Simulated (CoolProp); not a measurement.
A simple Rankine cycle with isohexane: condensing at 306.15 K, boiler at 2.34 MPa, turbine inlet 549 K, turbine efficiency 0.9, pump efficiency 0.7, no recuperator. Each further row changes one setting.

The numbers come from the reference Helmholtz-energy equation of state, Lemmon 2006 in CoolProp. It is a short technical equation, of lower accuracy than the large ones.

```json
[
 {"case": "as stated", "thermal efficiency (%)": "19.3", "net work (kJ/kg)": "162", "heat in (kJ/kg)": "840", "turbine exit temperature (K)": "467.8", "volume ratio over the turbine": "65.1"},
 {"case": "condensing temperature 298.15 K", "thermal efficiency (%)": "20.4", "net work (kJ/kg)": "175", "heat in (kJ/kg)": "858", "turbine exit temperature (K)": "462.5", "volume ratio over the turbine": "88.8"},
 {"case": "boiler pressure 1.64 MPa", "thermal efficiency (%)": "18.0", "net work (kJ/kg)": "154", "heat in (kJ/kg)": "857", "turbine exit temperature (K)": "477.9", "volume ratio over the turbine": "42.7"},
 {"case": "turbine efficiency 0.8", "thermal efficiency (%)": "17.1", "net work (kJ/kg)": "144", "heat in (kJ/kg)": "840", "turbine exit temperature (K)": "475.4", "volume ratio over the turbine": "66.1"}
]
```
